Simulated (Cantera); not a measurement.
Feed: 1 mol ZrO2, 44 mol H2, 9.8 mol H2O, at 97.0 mbar.

Cantera equilibrium calculation (NASA polynomials, part measured and part estimated; ideal gas, pure solids and liquids). Candidate condensed phases: H2O, Zr, ZrO2; 12 gas species. Equilibrium is a limit: real reactors are often held back by kinetics, nucleation or transport.

x: gas mole fraction; n: condensed amount in mol.

```csv
T (K),x H2,x H2O,x H,x OH,n ZrO2(monoclinic),n ZrO2(tetragonal)
1475,0.818,0.182,3.77e-5,2.20e-7,1.00,0
1525,0.818,0.182,6.87e-5,4.75e-7,0,1.00
1575,0.818,0.182,0.000121,9.76e-7,0,1.00
1625,0.818,0.182,0.000205,1.92e-6,0,1.00
1675,0.818,0.182,0.000337,3.63e-6,0,1.00
1725,0.817,0.182,?,?,0,1.00
1775,0.817,0.182,0.000840,1.17e-5,0,1.00
1825,0.817,0.182,0.00128,1.99e-5,0,1.00
1875,0.816,0.182,?,?,0,1.00
1925,0.815,0.182,0.00277,5.34e-5,0,1.00
1975,0.814,0.182,0.00396,8.43e-5,0,1.00
2025,0.813,0.182,0.00557,0.000130,0,1.00
2075,0.811,0.181,0.00770,0.000196,0,1.00
2125,0.808,0.181,0.0105,0.000291,0,1.00
```

**Question.** Fill in the missing entries.

**Answer.** 
- 1875, x H: 0.00190
- 1875, x OH: 3.30e-5
- 1725, x H: 0.000539
- 1725, x OH: 6.62e-6
